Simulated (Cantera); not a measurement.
Cantera run:

```python
import numpy as np
import cantera as ct

gas_names = """
    O2 B2O3 VO2
""".split()
cond_names = """
    B(b) B(L) Sr(a) Sr(b) Sr(L) SrO(s) SrO(L) V(cr) V(L)
""".split()


# ... load() reads the species with a 1 bar reference pressure and builds the phases ...
species = {s.name: s for s in load("nasa_gas.yaml", gas_names) + load("nasa_condensed.yaml", cond_names)}
# Each term lists the table entries of one substance; the one whose range holds T is used.
reactions = {
    '1.333 B + O2(g) = 0.6667 B2O3(g)':
        [(-1.3333333333333333, ['B(b)', 'B(L)']), (-1, ['O2']), (0.6666666666666666, ['B2O3'])],
    '2 Sr + O2(g) = 2 SrO':
        [(-2, ['Sr(a)', 'Sr(b)', 'Sr(L)']), (-1, ['O2']), (2, ['SrO(s)', 'SrO(L)'])],
    'V + O2(g) = VO2(g)':
        [(-1, ['V(cr)', 'V(L)']), (-1, ['O2']), (1, ['VO2'])],
}


def pick(names, T):
    return next(species[n] for n in names if species[n].thermo.min_temp <= T <= species[n].thermo.max_temp)


results = []
for label, terms in reactions.items():
    print(label)
    print("     T/K   dH/kJ  dS/(J/K)   dG/kJ   log10 K")
    for T in [775, 825, 875, 925, 975]:
        used = [(nu, pick(names, T)) for nu, names in terms]
        dH = sum(nu * s.thermo.h(T) for nu, s in used) / 1e6
        dS = sum(nu * s.thermo.s(T) for nu, s in used) / 1e3
        dG = dH - T * dS / 1e3
        logK = -dG * 1e6 / (ct.gas_constant * T * np.log(10))
        results.append((label, T, dH, dS, dG, logK, [s.name for _, s in used]))
        print(f"{T:8g} {dH:8.1f} {dS:8.1f} {dG:8.1f} {logK:8.2f}")
```

Result:

```
1.333 B + O2(g) = 0.6667 B2O3(g)
     T/K   dH/kJ  dS/(J/K)   dG/kJ   log10 K
     775   -558.5    -25.7   -538.5    36.30
     825   -558.7    -26.0   -537.2    34.01
     875   -558.9    -26.2   -535.9    31.99
     925   -559.1    -26.4   -534.6    30.19
     975   -559.3    -26.7   -533.3    28.57
2 Sr + O2(g) = 2 SrO
     T/K   dH/kJ  dS/(J/K)   dG/kJ   log10 K
     775  -1178.3   -192.8  -1028.8    69.34
     825  -1179.3   -194.0  -1019.2    64.53
     875  -1178.5   -193.1  -1009.5    60.26
     925  -1177.7   -192.2   -999.9    56.46
     975  -1176.9   -191.4   -990.3    53.05
V + O2(g) = VO2(g)
     T/K   dH/kJ  dS/(J/K)   dG/kJ   log10 K
     775   -236.5     23.3   -254.5    17.15
     825   -236.9     22.8   -255.7    16.19
     875   -237.3     22.3   -256.8    15.33
     925   -237.7     21.8   -257.9    14.56
     975   -238.2     21.3   -259.0    13.87
```

Cantera with NASA thermochemical tables; ideal gases at 1 bar, condensed phases pure. Condensed species are held in their standard states even where they would react or evaporate.
